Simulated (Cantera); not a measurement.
Input: 1 mol CS₂, 0.037 mol SO₂, 4.8 mol O₂, held at 120 bar.

These are equilibrium values from Cantera (NASA tables, ideal gas, pure condensed phases), not measurements of a reactor. Candidate condensed phases: C, S; 35 gas species. Ions and electrons are included (thermal ionisation). The ideal-gas law is rough above about 30 bar. Rates play no part. All values below are at 4000 K.

Base state: O₂ 0.361, SO₂ 0.310, CO₂ 0.104, O 0.0817, CO 0.0791, SO 0.0609, S 0.00198, SO₃ 0.000746 (mole fractions); condensed: gas only.

Task: What changes in the equilibrium state with this change: O₂ from 4.8 to 0.3 mol?

Result: 
```
species    before     after
-------  --------  --------
S₂        9.04e-5     0.355
CO         0.0791     0.345
S         0.00198     0.124
O₂          0.361   1.34e-8
SO₂         0.310   7.23e-7
CS₂         <1e-9    0.0476
CS        8.65e-8     0.123
O          0.0817   1.58e-5
CO₂         0.104   8.77e-5
SO         0.0609  0.000737
SO₃      0.000746     <1e-9
C         1.11e-9   2.50e-5
O₃        1.99e-5     <1e-9
COS       1.57e-5   0.00429
S₂O       6.47e-5   4.91e-5
```
